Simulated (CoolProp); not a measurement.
A single-stage vapour-compression cycle with the fluid: evaporating at 221.15 K (dew point), condensing at 246.15 K (bubble point), superheat 5 K, subcooling 2 K, compressor efficiency 0.65, no pressure losses. The same conditions are run with several fluids, on thermodynamics alone (safety and materials aside).

Model: reference Helmholtz-energy equation of state of each fluid (propylene: Lemmon 2013; CH2F2 (R32): Tillner-Roth 1997; C2F6 (R116): Lemmon 2006; R410A: Lemmon 2003; CH3F (R41): Lemmon 2006; R142b: Lemmon 2006), in CoolProp. Blends and air are pseudo-pure fits.

```json
[
 {"fluid": "propylene", "cooling COP": "5.27", "pressure ratio": "2.87", "discharge temperature (K)": "___", "refrigerating effect (kJ/kg)": "399", "volumetric capacity (kJ/m³)": "760"},
 {"fluid": "CH2F2 (R32)", "cooling COP": "5.12", "pressure ratio": "3.10", "discharge temperature (K)": "312.9", "refrigerating effect (kJ/kg)": "349", "volumetric capacity (kJ/m³)": "1000"},
 {"fluid": "C2F6 (R116)", "cooling COP": "4.87", "pressure ratio": "2.46", "discharge temperature (K)": "257.7", "refrigerating effect (kJ/kg)": "83.5", "volumetric capacity (kJ/m³)": "2320"},
 {"fluid": "R410A", "cooling COP": "5.18", "pressure ratio": "___", "discharge temperature (K)": "291.1", "refrigerating effect (kJ/kg)": "___", "volumetric capacity (kJ/m³)": "___"},
 {"fluid": "CH3F (R41)", "cooling COP": "5.03", "pressure ratio": "2.53", "discharge temperature (K)": "302.6", "refrigerating effect (kJ/kg)": "404", "volumetric capacity (kJ/m³)": "2860"},
 {"fluid": "R142b", "cooling COP": "5.34", "pressure ratio": "3.87", "discharge temperature (K)": "___", "refrigerating effect (kJ/kg)": "223", "volumetric capacity (kJ/m³)": "___"}
]
```

Question: What belongs in the gaps?

Answer: 
- propylene, discharge temperature (K): 283.3
- R410A, pressure ratio: 3.11
- R410A, refrigerating effect (kJ/kg): 245
- R410A, volumetric capacity (kJ/m³): 967
- R142b, discharge temperature (K): 282.6
- R142b, volumetric capacity (kJ/m³): 143
